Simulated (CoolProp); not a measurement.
20 sccm (0 °C, 1 atm) of nitrogen bubbles through liquid the fluoroketone C6F12O (FK-5-1-12) at 285.2 K and leaves saturated at a total pressure of 0.15 MPa (ideal gas phase). Each further row changes one setting.

The numbers come from the reference Helmholtz-energy equation of state, McLinden 2015 in CoolProp.

```tsv
case	vapour pressure (kPa)	mole fraction of vapour	delivery (mg/min)	delivery (sccm)	change of delivery for a bath 1 K warmer (%)
as stated	22.7	0.151	…	3.57	5.7
bath temperature 290.2 K	28.6	0.191	66.4	…	5.7
total pressure 0.3 MPa	22.7	0.0757	23.1	…	5.2
```

### Question
What belongs in the gaps?

### Answer

- as stated, delivery (mg/min): 50.3
- bath temperature 290.2 K, delivery (sccm): 4.71
- total pressure 0.3 MPa, delivery (sccm): 1.64
